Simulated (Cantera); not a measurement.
Charge: 1 mol n-butane, 0.026 mol H2O, 0.73 mol N2, equilibrated at 1948.15 K and 330000 Pa.

Method: chemical equilibrium by Gibbs-energy minimisation in Cantera with the NASA 1993 tables (ideal gas, pure condensed phases). Candidate condensed phases: C, C6H6, C7H8, C8H18, H2O; 136 gas species. Kinetics and transport are ignored.

Base state: H2 0.865, N2 0.124, CO 0.00450, HCN 0.00392, CH4 0.00121, H 0.000579, C2H2 (acetylene) 0.000467, HNC 0.000202 (mole fractions); condensed: C(graphite).

What changes in the equilibrium state with this change: H2O from 0.026 to 3.9 mol?


```tsv
species	before	after
H2	0.865	0.655
CO	0.00450	0.288
N2	0.124	0.0528
H2O	1.86e-6	9.03e-5
NH3	2.05e-5	8.83e-6
C(graphite), mol	3.94	0.0504
```

What changes in the equilibrium state with this change: pressure from 330000 Pa to 13300 Pa?


```
species             before     after
----------------  --------  --------
H2                   0.865     0.864
N2                   0.124     0.124
CO                 0.00450   0.00449
H                 0.000579   0.00288
CH4                0.00121   4.87e-5
NH3                2.05e-5   8.28e-7
C2H4               1.21e-5   4.87e-7
CH3                1.61e-5   3.23e-6
HNC               0.000202  0.000202
HCN                0.00392   0.00391
C(graphite), mol      3.94      3.94
```
